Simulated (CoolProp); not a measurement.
100 sccm (0 °C, 1 atm) of nitrogen bubbles through liquid water at 346.1 K and leaves saturated at a total pressure of 0.144 MPa (ideal gas phase). Each further row changes one setting.

Model: reference Helmholtz-energy equation of state, Wagner 2002, in CoolProp.

```tsv
case	vapour pressure (kPa)	mole fraction of vapour	delivery (mg/min)	delivery (sccm)	change of delivery for a bath 1 K warmer (%)
as stated	35.4	0.246	26.2	32.6	5.8
bath temperature 351.1 K	…	…	34.9	43.4	…
total pressure 0.288 MPa	35.4	…	11.3	14.0	…
```

Q: Complete the blanks.

A: 
- bath temperature 351.1 K, vapour pressure (kPa): 43.6
- bath temperature 351.1 K, mole fraction of vapour: 0.303
- bath temperature 351.1 K, change of delivery for a bath 1 K warmer (%): 6.1
- total pressure 0.288 MPa, mole fraction of vapour: 0.123
- total pressure 0.288 MPa, change of delivery for a bath 1 K warmer (%): 5.0
